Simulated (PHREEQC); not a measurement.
Solution (20 °C): 52 mmol/kgw CaCl2 and 0.1 mmol/kgw CO2. Closed to the air; pH follows from the charge balance.

The numbers come from PHREEQC with the ion-association model, phreeqc.dat.

```yaml
pH: 5.15
ionic_strength: 0.156 mol/kgw
specific_conductance: 9270 µS/cm
density: 1.003 g/cm³
```

```csv
species,molality,activity,log γ
Cl-,0.104,0.0765,-0.133
Ca+2,0.0520,0.0181,-0.459
CO2,9.12e-5,9.46e-5,0.016
H+,8.76e-6,7.08e-6,-0.092
HCO3-,7.24e-6,5.53e-6,-0.118
CaHCO3+,1.51e-6,1.17e-6,-0.112
OH-,1.32e-9,9.64e-10,-0.137
```

No solid was allowed to form. Complexes and solids missing from the database can't appear.
